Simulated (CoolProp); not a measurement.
Saturation properties of oxygen (Tc = 154.6 K, pc = 5.046 MPa, ω = 0.022).

The numbers come from the reference Helmholtz-energy equation of state, Schmidt 1985 in CoolProp.

```json
[
 {"T (K)": "71.3", "p (MPa)": "0.007895", "vapour density (kg/m³)": "0.4282", "liquid viscosity (µPa s)": "354"},
 {"T (K)": "74.4", "p (MPa)": "0.01323", "vapour density (kg/m³)": "0.6895", "liquid viscosity (µPa s)": "315"},
 {"T (K)": "77.4", "p (MPa)": "0.02090", "vapour density (kg/m³)": "1.050", "liquid viscosity (µPa s)": "284"},
 {"T (K)": "80.5", "p (MPa)": "0.03222", "vapour density (kg/m³)": "[?]", "liquid viscosity (µPa s)": "257"},
 {"T (K)": "83.6", "p (MPa)": "0.04797", "vapour density (kg/m³)": "2.250", "liquid viscosity (µPa s)": "234"},
 {"T (K)": "86.6", "p (MPa)": "0.06847", "vapour density (kg/m³)": "3.118", "liquid viscosity (µPa s)": "215"},
 {"T (K)": "89.7", "p (MPa)": "0.09626", "vapour density (kg/m³)": "4.262", "liquid viscosity (µPa s)": "197"},
 {"T (K)": "92.8", "p (MPa)": "0.1321", "vapour density (kg/m³)": "5.698", "liquid viscosity (µPa s)": "[?]"},
 {"T (K)": "95.8", "p (MPa)": "0.1756", "vapour density (kg/m³)": "7.410", "liquid viscosity (µPa s)": "[?]"},
 {"T (K)": "98.9", "p (MPa)": "0.2313", "vapour density (kg/m³)": "9.560", "liquid viscosity (µPa s)": "157"},
 {"T (K)": "102", "p (MPa)": "0.2994", "vapour density (kg/m³)": "12.15", "liquid viscosity (µPa s)": "146"}
]
```

Task: Complete the blanks.

Result: 
- 80.5, vapour density (kg/m³): 1.562
- 92.8, liquid viscosity (µPa s): 182
- 95.8, liquid viscosity (µPa s): 169

It boils at 90.2 K under 1 atm.

Viscosity comes from a separate model (Lemmon 2004).
